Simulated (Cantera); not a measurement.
Hydrocarbon pyrolysis for carbon deposition

A perfectly stirred reactor is fed with 8.32 % CH4, 91.5 % N2, 0.208 % H2O, at 52.0 Pa; it is held at 1850 K, and followed from long to short residence time.

Computed with Cantera and GRI-Mech 3.0 (53 species, 325 reactions). GRI-Mech 3.0 stops at C3 and has no aromatics, soot or wall deposition, so with more carbon than oxygen in the feed, carbon stays in small species such as C2H2 where larger ones or solid carbon would form. Radical loss at walls, strong at low pressure, is not modelled.

```
τ (s)     x CH4     x CH3    x C2H4       x H     x HCN
-------  ------  --------  --------  --------  --------
0.91     0.0517   0.00228   0.00175  0.000113   8.83e-7
0.29     0.0747   0.00191   0.00123   2.54e-5   3.53e-8
0.090    0.0821  0.000762  0.000105   4.27e-6  4.92e-10
0.028    0.0829  0.000241   3.93e-6   2.42e-6  2.04e-11
0.0088   0.0831   7.46e-5   1.20e-7   2.17e-6  1.15e-12
0.0028   0.0831   2.25e-5   3.09e-9   1.92e-6    <1e-12
0.00087  0.0832   6.17e-6  5.26e-11   1.43e-6    <1e-12
```
x: mole fraction; the columns are a selection and need not sum to one.
